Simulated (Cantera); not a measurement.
# Adiabatic ignition

An adiabatic, constant-volume homogeneous reactor starts with CH4 : CO : O2 : N2 = 1 : 0.32 : 3.13 : 11.8 (molar parts), at 1248 K and 100000 Pa.

Cantera simulation using GRI-Mech 3.0 (53 species, 325 reactions); the numbers are that mechanism's predictions, not measurements.

```
t (s)     T (K)  P (bar)   x CH4    x CO    x O2    x NO       x O    x C2H6
--------  -----  -------  ------  ------  ------  ------  --------  --------
1.00e-6    1248     1.00  0.0615  0.0197   0.193  <1e-12  2.68e-10    <1e-12
5.66e-6    1248     1.00  0.0615  0.0197   0.193  <1e-12  4.90e-10    <1e-12
3.21e-5    1248     1.00  0.0615  0.0197   0.193  <1e-12  5.31e-10  2.38e-12
0.000182   1248    1.000  0.0615  0.0197   0.193  <1e-12  7.72e-10  5.92e-10
0.00103    1248     1.00  0.0615  0.0197   0.193  <1e-12   3.40e-9   3.02e-7
0.00583    1250     1.00  0.0613  0.0197   0.192  <1e-12   1.52e-8   4.62e-5
0.0330     2665     2.15  <1e-12  0.0157  0.0560  0.0149   0.00505    <1e-12
0.187      2665     2.15  <1e-12  0.0157  0.0560  0.0149   0.00505    <1e-12
1.06       2665     2.15  <1e-12  0.0157  0.0560  0.0149   0.00505    <1e-12
6.00       2665     2.15  <1e-12  0.0157  0.0560  0.0149   0.00505    <1e-12
```
x: mole fraction; the columns are a selection and need not sum to one.

```
Item                                                               Value
---------------------------------  -------------------------------------
time of steepest temperature rise                                19.8 ms
temperature at 6.00 s                                             2665 K
equilibrium temperature                                           2665 K
x(CH4) at 6.00 s                   <1e-12 (gas-phase equilibrium <1e-12)
x(CO) at 6.00 s                    0.0157 (gas-phase equilibrium 0.0157)
x(O2) at 6.00 s                    0.0560 (gas-phase equilibrium 0.0560)
```
